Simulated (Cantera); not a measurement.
A closed system holds: 1 mol FeS, 0.55 mol SO₃, 0.058 mol O₂, held at 12000 Pa.

These are equilibrium values from Cantera (NASA tables, ideal gas, pure condensed phases), not measurements of a reactor. Candidate condensed phases: Fe, FeO, FeS, FeSO₄, FeS₂, Fe₂O₃, Fe₂(SO₄)₃, Fe₃O₄, S; 12 gas species. FeS: taken at fixed stoichiometry. Gases not in the tables: S₃ to S₇. Equilibrium is a limit: real reactors are often held back by kinetics, nucleation or transport. All values below are at 950 K.

Base state: SO₂ 0.969, S₂ 0.0285, S₂O 0.00240, SO 2.10e-5 (mole fractions); condensed: FeS(s) + Fe₃O₄(s).

Task: What changes in the equilibrium state with this change: FeS replaced by FeS₂?

Result: 
```csv
species,before,after
SO₂,0.969,0.722
S₂,0.0285,0.267
S₂O,0.00240,0.0111
SO,2.10e-5,3.17e-5
"FeS(s), mol",0.773,1.00
"Fe₃O₄(s), mol",0.0757,0
```
